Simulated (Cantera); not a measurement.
An isothermal, constant-pressure homogeneous reactor starts with NH3 : H2 = 1 : 3.2 (molar parts), at 2250 K and 0.0355 atm.

Model: the gas-phase N/H chemistry of the illustrative SiF4/NH3 mechanism in the Surface Chemkin manual (1991), integrated in Cantera. Walls and surfaces, which speed up NH3 decomposition in real reactors, are not modelled.

One state of this run: x NH3 = 1.25e-7; x H2 = 0.869; x NH2 = 1.65e-8; x NH = 1.63e-8; x N = 3.60e-8; x N2H2 = <1e-12; x N2 = 0.0944. x: mole fraction; the columns are a selection and need not sum to one.

Which value of t (s) does it belong to?
A. 70.0
B. 2.00e-5
C. 0.213
D. 2.16

A, 70.0
